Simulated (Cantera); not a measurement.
A closed system holds: 1 mol borazine, 0.24 mol H₂O, 0.12 mol N₂, held at 0.0140 bar.

Cantera equilibrium calculation (NASA polynomials, part measured and part estimated; ideal gas, pure solids and liquids). Candidate condensed phases: B, BN, B₂O₃, B₃O₃H₃, H₂O; 39 gas species. The feed counts by its element totals alone. The numbers say what is thermodynamically allowed, not how fast it happens. All values below are at 950 K.

Base state: H₂ 0.941, N₂ 0.0579, H₂O 0.000865 (mole fractions); condensed: BN(s) + B₂O₃(l).

What changes in the equilibrium state with this change: borazine replaced by BCl₃?


```json
[
 {"species": "BCl₃", "before": "0", "after": "0.528"},
 {"species": "HCl", "before": "0", "after": "0.333"},
 {"species": "N₂", "before": "0.0579", "after": "0.0833"},
 {"species": "H₂", "before": "0.941", "after": "1.37e-6"},
 {"species": "B₃O₃Cl₃", "before": "0", "after": "0.0556"},
 {"species": "H₂O", "before": "0.000865", "after": "2.31e-8"},
 {"species": "BN(s), mol", "before": "2.84", "after": "0"},
 {"species": "B₂O₃(l), mol", "before": "0.0790", "after": "0"}
]
```
Further candidate phases: NH₄Cl.

What changes in the equilibrium state with this change: borazine replaced by B₂O₃?


```tsv
species	before	after
H₂O	0.000865	0.664
N₂	0.0579	0.334
(HBO₂)₃	1.09e-7	0.00232
H₂	0.941	2.80e-7
HBO₂	2.16e-6	5.98e-5
BN(s), mol	2.84	0
B₂O₃(l), mol	0.0790	0.999
```
Gases not in the tables: H₃BO₃.
